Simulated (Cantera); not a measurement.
Source: NASA polynomial tables (part measured, part estimated), evaluated in Cantera. Values are per mole of reaction as written; species without (g) are pure solids or liquids, kept so even where they would boil at 1 bar.

### Question
Between 2048 and 2273 K, where is each reaction favourable under standard conditions?
- ZrO2 + 4 H(g) ⇌ Zr + 2 H2O(g)

### Answer
- ZrO2 + 4 H(g) ⇌ Zr + 2 H2O(g): ΔG° is 39 kJ at 2048 K and 78 kJ at 2273 K; it stays positive (K < 1). ΔH° is -313 kJ and ΔS° -172 J/K at 2273 K.
